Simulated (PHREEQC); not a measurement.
Dissolve 50 mmol/kgw HCl, 6.1 mmol/kgw NiCl2 and 120 mmol/kgw MgCl2 at 25 °C. Closed to the air; pH follows from the charge balance.

Model: ion-association model, wateq4f.dat, run in PHREEQC.

```json
[
 {"quantity": "pH", "before": "1.42", "after": "1.39"},
 {"quantity": "ionic strength (mol/kgw)", "before": "0.425", "after": "0.103"},
 {"quantity": "Ni+2 (mol/kgw)", "before": "0.00475", "after": "0.00559"},
 {"quantity": "NiCl+ (mol/kgw)", "before": "0.000916", "after": "0.000434"},
 {"quantity": "NiCl2 (mol/kgw)", "before": "0.000434", "after": "7.82e-5"},
 {"quantity": "SI of Ni(OH)2 (Ni(OH)2)", "before": "-10.85", "after": "-10.72"}
]
```

Question: Which change was made?
A. MgCl2 left out
B. diluted 5-fold with water
C. NiCl2 from 0.0061 to 0.061 mol/kgw
D. MgCl2 from 0.12 to 0.012 mol/kgw

Answer: D, MgCl2 from 0.12 to 0.012 mol/kgw

Precipitation was switched off in this run.
